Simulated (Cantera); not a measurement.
Input (Python, Cantera) and output of one run.

```python
import numpy as np
import cantera as ct

gas_names = """
    NO2 H2 OH
""".split()
cond_names = """
    ZrO2(a) ZrO2(b) ZrO2(L) ZrN(s) ZrN(L)
""".split()


# ... load() reads the species with a 1 bar reference pressure and builds the phases ...
species = {s.name: s for s in load("nasa_gas.yaml", gas_names) + load("nasa_condensed.yaml", cond_names)}
# Each term lists the table entries of one substance; the one whose range holds T is used.
reactions = {
    'NO2(g) + ZrO2 + 2 H2(g) = ZrN + 4 OH(g)':
        [(-1, ['NO2']), (-1, ['ZrO2(a)', 'ZrO2(b)', 'ZrO2(L)']), (-2, ['H2']), (1, ['ZrN(s)', 'ZrN(L)']), (4, ['OH'])],
}


def pick(names, T):
    return next(species[n] for n in names if species[n].thermo.min_temp <= T <= species[n].thermo.max_temp)


results = []
for label, terms in reactions.items():
    print(label)
    print("     T/K   dH/kJ  dS/(J/K)   dG/kJ   log10 K")
    for T in [300, 1525, 1625, 1725, 1825, 1925, 2025, 2125]:
        used = [(nu, pick(names, T)) for nu, names in terms]
        dH = sum(nu * s.thermo.h(T) for nu, s in used) / 1e6
        dS = sum(nu * s.thermo.s(T) for nu, s in used) / 1e3
        dG = dH - T * dS / 1e3
        logK = -dG * 1e6 / (ct.gas_constant * T * np.log(10))
        results.append((label, T, dH, dS, dG, logK, [s.name for _, s in used]))
        print(f"{T:8g} {dH:8.1f} {dS:8.1f} {dG:8.1f} {logK:8.2f}")
```

Result:

```
NO2(g) + ZrO2 + 2 H2(g) = ZrN + 4 OH(g)
     T/K   dH/kJ  dS/(J/K)   dG/kJ   log10 K
     300    855.4    222.0    788.8  -137.34
    1525    837.6    206.1    523.3   -17.92
    1625    837.0    205.7    502.7   -16.16
    1725    836.5    205.4    482.1   -14.60
    1825    836.1    205.2    461.6   -13.21
    1925    835.8    205.0    441.1   -11.97
    2025    835.5    204.9    420.6   -10.85
    2125    835.4    204.8    400.1    -9.84
```

Source: NASA polynomial tables (part measured, part estimated), evaluated in Cantera. ZrN: taken at fixed stoichiometry. Condensed species are held in their standard states even where they would react or evaporate.
